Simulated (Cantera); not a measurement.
A Cantera script and what it prints.

```python
import numpy as np
import cantera as ct

gas_names = """
    CL CLO CL2 Mg MgCL MgCL2 MgO Mg2 O O2 O3 Si SiCL SiCL2 SiCL3 SiCL4 SiO SiO2 Si2 Si3
""".split()
cond_names = """
    Mg(cr) Mg(L) MgCL2(s) MgCL2(L) MgO(s) MgO(L) MgSiO3(I) MgSiO3(II) MgSiO3(III) MgSiO3(L) Mg2SiO4(s)
    Mg2SiO4(L) Si(cr) Si(L) SiO2(Lqz) SiO2(hqz) SiO2(L)
""".split()


def load(file, names, dense=False):
    # The tables refer to 1 bar. Condensed volumes are neglected.
    table = {s.name: s for s in ct.Species.list_from_file(file)}
    out = []
    for n in names:
        d = dict(table[n].input_data)
        d["thermo"] = dict(d["thermo"], **{"reference-pressure": 1e5})
        if dense:
            d["equation-of-state"] = {"model": "constant-volume", "density": "1e6 g/cm^3"}
        out.append(ct.Species.from_dict(d))
    return out


gas = ct.Solution(thermo="ideal-gas", species=load("nasa_gas.yaml", gas_names))
cond = {s.name: ct.Solution(thermo="fixed-stoichiometry", species=[s], name=s.name)
        for s in load("nasa_condensed.yaml", cond_names, dense=True)}
atoms = {
    'SiO2': {'Si': 1, 'O': 2},
    'MgCl2': {'Mg': 1, 'CL': 2},
    'O2': {'O': 2},
}
top_T = {}  # K; cautious upper limits of use, not melting points


def equilibrate(T, P, feed):
    n = {}
    for name, mol in feed.items():
        for a, k in atoms[name].items():
            n[a] = n.get(a, 0.0) + k * mol
    gas.TPX = T, P, n
    mass = sum(n.values()) * gas.mean_molecular_weight
    gas.equilibrate("TP")
    valid = [c for c in cond.values() if c.min_temp <= T <= top_T.get(c.name, c.max_temp)]
    mix = ct.Mixture([(gas, mass / gas.mean_molecular_weight)] + [(c, 0.0) for c in valid])
    mix.T, mix.P = T, P
    mix.equilibrate("TP", solver="vcs", rtol=1e-11, max_steps=5000)
    return mix


results = []
feed = {'SiO2': 1, 'MgCl2': 1.2, 'O2': 0.22}  # mol
T = 1000  # K
P = 4200  # Pa
mix = equilibrate(T, P, feed)
results.append((T, P, feed, dict(zip(mix.species_names, mix.species_moles))))
x = sorted(zip(gas.X, gas.species_names), reverse=True)
print(f"T = {T:g} K  P = {P:g} Pa  gas = {mix.phase_moles(0):.4g} mol")
print("   x: " + "  ".join(f"{s} {v:.3e}" for v, s in x if v > 0.001))
print("   condensed (mol): " + ("  ".join(f"{mix.phase(i).name} {mix.phase_moles(i):.4g}"
      for i in range(1, mix.n_phases) if mix.phase_moles(i) > 1e-12) or "none"))
```

Result:

```
T = 1000 K  P = 4200 Pa  gas = 0.4424 mol
   x: CL2 9.935e-01  MgCL2 4.531e-03  CL 1.889e-03
   condensed (mol): MgCL2(L) 0.758  MgSiO3(II) 0.44  SiO2(hqz) 0.5599
```

These are equilibrium values from Cantera (NASA tables, ideal gas, pure condensed phases), not measurements of a reactor. Condensed phases not in the tables: alloys, solid solutions and most ternary compounds.
